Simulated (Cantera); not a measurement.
## Aluminium nitride and oxide growth: AlCl3 + O2 + H2

Charge: 1 mol AlCl3, a varied amount of O2, 3.2 mol H2, at 775 K and 0.420 bar.

These are equilibrium values from Cantera (NASA tables, ideal gas, pure condensed phases), not measurements of a reactor. Candidate condensed phases: Al, AlCl3, Al2O3, H2O; 29 gas species. Condensed phases not in the tables: AlOCl. Equilibrium is a limit: real reactors are often held back by kinetics, nucleation or transport.

From 0.27 mol O2 to 26 mol O2 the condensed part is Al2O3(s).

```json
[
 {"n(O2) (mol)": "0.27", "x O2": "<1e-12", "x HCl": "0.253", "x H2": "0.622", "x H2O": "1.34e-8", "x Cl2": "<1e-12", "x AlCl3": "0.0999", "x Al2Cl6": "0.0249", "n Al2O3(s)": "0.180"},
 {"n(O2) (mol)": "0.41", "x O2": "<1e-12", "x HCl": "0.372", "x H2": "0.539", "x H2O": "3.52e-8", "x Cl2": "<1e-12", "x AlCl3": "0.0748", "x Al2Cl6": "0.0140", "n Al2O3(s)": "0.273"},
 {"n(O2) (mol)": "0.62", "x O2": "<1e-12", "x HCl": "0.539", "x H2": "0.426", "x H2O": "1.29e-7", "x Cl2": "<1e-12", "x AlCl3": "0.0324", "x Al2Cl6": "0.00262", "n Al2O3(s)": "0.413"},
 {"n(O2) (mol)": "0.94", "x O2": "<1e-12", "x HCl": "0.638", "x H2": "0.281", "x H2O": "0.0809", "x Cl2": "<1e-12", "x AlCl3": "1.09e-10", "x Al2Cl6": "<1e-12", "n Al2O3(s)": "0.500"},
 {"n(O2) (mol)": "1.4", "x O2": "<1e-12", "x HCl": "0.638", "x H2": "0.0851", "x H2O": "0.277", "x Cl2": "<1e-12", "x AlCl3": "1.72e-11", "x Al2Cl6": "<1e-12", "n Al2O3(s)": "0.500"},
 {"n(O2) (mol)": "2.2", "x O2": "0.0603", "x HCl": "0.361", "x H2": "<1e-12", "x H2O": "0.459", "x Cl2": "0.119", "x AlCl3": "1.46e-12", "x Al2Cl6": "<1e-12", "n Al2O3(s)": "0.500"},
 {"n(O2) (mol)": "3.3", "x O2": "0.220", "x HCl": "0.250", "x H2": "<1e-12", "x H2O": "0.406", "x Cl2": "0.124", "x AlCl3": "<1e-12", "x Al2Cl6": "<1e-12", "n Al2O3(s)": "0.500"},
 {"n(O2) (mol)": "4.9", "x O2": "0.381", "x HCl": "0.182", "x H2": "<1e-12", "x H2O": "0.330", "x Cl2": "0.106", "x AlCl3": "<1e-12", "x Al2Cl6": "<1e-12", "n Al2O3(s)": "0.500"},
 {"n(O2) (mol)": "7.5", "x O2": "0.538", "x HCl": "0.129", "x H2": "<1e-12", "x H2O": "0.250", "x Cl2": "0.0831", "x AlCl3": "<1e-12", "x Al2Cl6": "<1e-12", "n Al2O3(s)": "0.500"},
 {"n(O2) (mol)": "11", "x O2": "0.656", "x HCl": "0.0927", "x H2": "<1e-12", "x H2O": "0.188", "x Cl2": "0.0634", "x AlCl3": "<1e-12", "x Al2Cl6": "<1e-12", "n Al2O3(s)": "0.500"},
 {"n(O2) (mol)": "17", "x O2": "0.761", "x HCl": "0.0628", "x H2": "<1e-12", "x H2O": "0.131", "x Cl2": "0.0449", "x AlCl3": "<1e-12", "x Al2Cl6": "<1e-12", "n Al2O3(s)": "0.500"},
 {"n(O2) (mol)": "26", "x O2": "0.836", "x HCl": "0.0424", "x H2": "<1e-12", "x H2O": "0.0905", "x Cl2": "0.0311", "x AlCl3": "<1e-12", "x Al2Cl6": "<1e-12", "n Al2O3(s)": "0.500"}
]
```
x: gas mole fraction; n: condensed amount in mol.
